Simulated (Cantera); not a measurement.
An adiabatic, constant-pressure homogeneous reactor starts with CH₃OH : O₂ : N₂ : H₂O = 1 : 2.46 : 9.25 : 0.8 (molar parts), equivalence ratio 0.61, at 1475 K and 5.00 bar. Integrator tolerance rtol = 1e-08.

Model: GRI-Mech 3.0 (53 species, 325 reactions), integrated in Cantera. GRI-Mech 3.0 was tuned for natural gas; its chemistry of methanol as a main component is partial and can be far from experiment.

### Question
What does this change do: pressure from 5.00 bar to 8.40 bar?

### Answer
```json
[
 {"quantity": "time of steepest temperature rise", "before": "69.5 µs", "after": "46.4 µs"},
 {"quantity": "temperature at 3.00 s", "before": "2523 K", "after": "2537 K"},
 {"quantity": "equilibrium temperature", "before": "2523 K", "after": "2537 K"},
 {"quantity": "x(CH₃OH) at 3.00 s", "before": "<1e-12 (gas-phase equilibrium <1e-12)", "after": "<1e-12 (gas-phase equilibrium <1e-12)"},
 {"quantity": "x(O₂) at 3.00 s", "before": "0.0622 (gas-phase equilibrium 0.0622)", "after": "0.0619 (gas-phase equilibrium 0.0619)"},
 {"quantity": "x(H₂O) at 3.00 s", "before": "0.190 (gas-phase equilibrium 0.190)", "after": "0.192 (gas-phase equilibrium 0.192)"},
 {"quantity": "x(HCN) at 3.00 s", "before": "2.37e-11 (gas-phase equilibrium 2.37e-11)", "after": "2.52e-11 (gas-phase equilibrium 2.52e-11)"},
 {"quantity": "x(NO) at 3.00 s", "before": "0.0119 (gas-phase equilibrium 0.0119)", "after": "0.0121 (gas-phase equilibrium 0.0121)"},
 {"quantity": "x(CH₂O) at 3.00 s", "before": "2.25e-11 (gas-phase equilibrium 2.25e-11)", "after": "2.64e-11 (gas-phase equilibrium 2.64e-11)"}
]
```

### Question
What does this change do: H2O 0.8 to 1.5 parts?

### Answer
| quantity | before | after |
|---|---|---|
| time of steepest temperature rise | 69.5 µs | 64.0 µs |
| temperature at 3.00 s | 2523 K | 2474 K |
| equilibrium temperature | 2523 K | 2474 K |
| x(CH₃OH) at 3.00 s | <1e-12 (gas-phase equilibrium <1e-12) | <1e-12 (gas-phase equilibrium <1e-12) |
| x(O₂) at 3.00 s | 0.0622 (gas-phase equilibrium 0.0622) | 0.0596 (gas-phase equilibrium 0.0596) |
| x(H₂O) at 3.00 s | 0.190 (gas-phase equilibrium 0.190) | 0.229 (gas-phase equilibrium 0.229) |
| x(HCN) at 3.00 s | 2.37e-11 (gas-phase equilibrium 2.37e-11) | 1.41e-11 (gas-phase equilibrium 1.41e-11) |
| x(NO) at 3.00 s | 0.0119 (gas-phase equilibrium 0.0119) | 0.0104 (gas-phase equilibrium 0.0104) |
| x(CH₂O) at 3.00 s | 2.25e-11 (gas-phase equilibrium 2.25e-11) | 1.67e-11 (gas-phase equilibrium 1.67e-11) |
